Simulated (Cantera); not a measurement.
# Adiabatic ignition

An adiabatic, constant-volume homogeneous reactor starts with C2H4 : O2 : N2 : H2O = 1 : 2 : 7.52 : 0.58 (molar parts), equivalence ratio 1.5, at 1050 K and 5.03 atm.

Computed with Cantera and GRI-Mech 3.0 (53 species, 325 reactions). GRI-Mech 3.0 was tuned for natural gas; its chemistry of ethylene as a main component is partial and can be far from experiment.

```csv
t (s),T (K),P (bar),x C2H4,x O2,x H2O,x HCO,x NO2,x H2O2
2.00e-6,1050,5.10,0.0901,0.180,0.0523,<1e-12,<1e-12,<1e-12
4.93e-6,1050,5.10,0.0901,0.180,0.0523,<1e-12,<1e-12,<1e-12
1.21e-5,1050,5.10,0.0901,0.180,0.0523,<1e-12,<1e-12,<1e-12
2.99e-5,1050,5.10,0.0901,0.180,0.0523,<1e-12,<1e-12,<1e-12
7.37e-5,1050,5.10,0.0901,0.180,0.0523,<1e-12,<1e-12,<1e-12
0.000182,1050,5.10,0.0901,0.180,0.0523,<1e-12,<1e-12,<1e-12
0.000447,1050,5.10,0.0901,0.180,0.0523,<1e-12,<1e-12,<1e-12
0.00110,1050,5.10,0.0901,0.180,0.0523,<1e-12,<1e-12,3.43e-12
0.00271,1050,5.10,0.0901,0.180,0.0523,<1e-12,<1e-12,1.86e-11
0.00669,1050,5.10,0.0901,0.180,0.0523,<1e-12,<1e-12,1.67e-10
0.0165,1070,5.20,0.0886,0.178,0.0532,1.10e-7,<1e-12,0.000533
0.0406,2967,15.9,<1e-12,0.000877,0.151,1.20e-6,3.99e-7,2.94e-7
0.100,2967,15.9,<1e-12,0.000877,0.151,1.20e-6,3.99e-7,2.94e-7
```
x: mole fraction; the columns are a selection and need not sum to one.

| Quantity | Value |
|---|---|
| time of steepest temperature rise | 16.6 ms |
| temperature at 0.100 s | 2967 K |
| equilibrium temperature | 2967 K |
| x(C2H4) at 0.100 s | <1e-12 (gas-phase equilibrium <1e-12) |
| x(O2) at 0.100 s | 0.000877 (gas-phase equilibrium 0.000877) |
| x(H2O) at 0.100 s | 0.151 (gas-phase equilibrium 0.151) |
